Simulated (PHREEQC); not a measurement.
A column of 0.5 m (30 cells, dispersivity 0.018 m, 300 s a shift, diffusion coefficient 3e-10 m²/s) holds 0.0012 eq of the database's cation exchanger X per kg of pore water, first in equilibrium with 0.044 mol LiCl, 0.026 mol MgSO4 and 1e-05 mol HCl per kg of water. It is flushed with 0.00045 mol CuCl2 and 1e-05 mol HCl per kg of water, at 25 °C. Values are for the last cell. CO2 from the air is kept out. No solid was allowed to form.

Model: ion-association model, phreeqc.dat, run in PHREEQC.

```
pore volumes  Li in solution (mol/kgw)  S in solution (mol/kgw)  Cu in solution (mol/kgw)
------------  ------------------------  -----------------------  ------------------------
0                               0.0440                   0.0260                         0
0.35                            0.0440                   0.0260                   5.39e-9
0.6833                          0.0398                   0.0235                   3.19e-5
1.017                           0.0188                   0.0110                  0.000153
1.517                          0.00207                  0.00117                  0.000113
1.85                          0.000342                 0.000181                       ___
2.183                          4.97e-5                  2.41e-5                  0.000140
2.517                          6.62e-6                  2.94e-6                       ___
2.85                           8.30e-7                  3.39e-7                  0.000297
3.183                          1.00e-7                  3.77e-8                  0.000357
3.517                          1.18e-8                  4.08e-9                  0.000397
4.017                         4.58e-10                      ___                  0.000429
4.35                          5.19e-11                 1.48e-11                  0.000439
4.683                         5.83e-12                      ___                  0.000445
5.017                         6.51e-13                 1.58e-13                  0.000447
```

Q: Some entries are withheld; supply them.

A: 
- 1.85, Cu in solution (mol/kgw): 9.52e-5
- 2.517, Cu in solution (mol/kgw): 0.000218
- 4.017, S in solution (mol/kgw): 1.41e-10
- 4.683, S in solution (mol/kgw): 1.53e-12
